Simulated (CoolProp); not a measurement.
Vapour-liquid equilibrium of n-butane (1) + R113 (2) at 109.95 °C; x and y are mole fractions of (1).

Computed with CoolProp (multi-fluid Helmholtz-energy mixture model, Bücker 2006 and Marx 1992; pair parameters Bell 2016).

```tsv
x	bubble pressure (bar)	y at the bubble point	dew pressure at overall composition x (bar)	liquid density (mol/L)
0.05	6.173	0.139	5.711	7.181
0.15	7.531	0.342	6.234	7.247
0.25	8.852	0.484	6.854	7.311
0.35	10.14	0.590	7.598	7.372
0.45	11.40	0.675	8.504	7.431
0.55	12.64	0.746	9.618	7.487
0.65	13.88	0.809	11.00	7.541
0.75	15.14	0.866	12.71	7.592
0.85	16.42	0.920	14.78	7.640
0.95	17.75	0.973	17.16	7.685
```

No azeotrope shows between x = 0.05 and 0.95.

The pair parameters rest on a limited set of measurements; away from them the model extrapolates. The gap from Raoult's law changes sign with composition, which may be real or a fault of the pair parameters; it wasn't checked against measurements.
